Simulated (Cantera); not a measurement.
Input: 1 mol SiH4, 81 mol H2, equilibrated at 4.30 mbar.

Equilibrium computed with Cantera from the NASA thermochemical tables; the gas is ideal and each condensed phase is pure. Candidate condensed phases: Si; 9 gas species. Gases not in the tables: Si2H6 and higher silanes. Rates play no part.

Problem. Which condensed phases are stable at each of these points (T (K)): 1223, 1323, 1423, 1523, 1623, 1723, 1823?

Solution. 
```tsv
T (K)	condensed phases	Si condensed (%)
1223	Si(s)	100.0
1323	Si(s)	100.0
1423	Si(s)	100.0
1523	Si(s)	99.9
1623	Si(s)	99.6
1723	Si(l)	97.8
1823	Si(l)	90.4
```

From 1223 K to 1623 K the condensed part is Si(s). From 1723 K to 1823 K the condensed part is Si(l).
